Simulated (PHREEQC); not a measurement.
Dissolve 0.0174 mol NH3 and 0.0057 mol Na2SiO3 per kg of water at 20 °C. Closed to the air; pH follows from the charge balance.

The numbers come from PHREEQC with the ion-association model, phreeqc.dat.

This is a speciation only: nothing precipitates in the calculation.

### Question
Predict the pH, ionic strength.

### Answer
pH 11.86; ionic strength 0.0117 mol/kgw.

### Question
In which forms is Si present?

### Answer
H3SiO4- 94 %, H2SiO4-2 4.6 %, H4SiO4 0.9 % of the Si.
